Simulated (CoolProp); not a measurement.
Vapour-liquid equilibrium of octamethyltrisiloxane (MDM) (1) + octamethylcyclotetrasiloxane (D4) (2) at 241.25 °C; x and y are mole fractions of (1).

Computed with CoolProp (multi-fluid Helmholtz-energy mixture model, Thol 2017 and Thol 2015; pair parameters Bell 2016).

```tsv
x	bubble pressure (MPa)	y at the bubble point	dew pressure at overall composition x (MPa)	liquid density (mol/L)
0.05	0.4271	0.070	0.4236	2.229
0.15	0.4507	0.198	0.4416	2.234
0.25	0.4735	0.315	0.4606	2.239
0.35	0.4958	0.424	0.4805	2.244
0.45	0.5180	0.525	0.5014	2.250
0.55	0.5403	0.621	0.5236	2.255
0.65	0.5629	0.713	0.5472	2.259
0.75	0.5859	0.800	0.5725	2.263
0.85	0.6096	0.883	0.6000	2.266
0.95	0.6341	0.962	0.6302	2.267
```

No azeotrope shows between x = 0.05 and 0.95.

Pair parameters are fitted to limited data, so mixtures are less certain than the pure fluids.
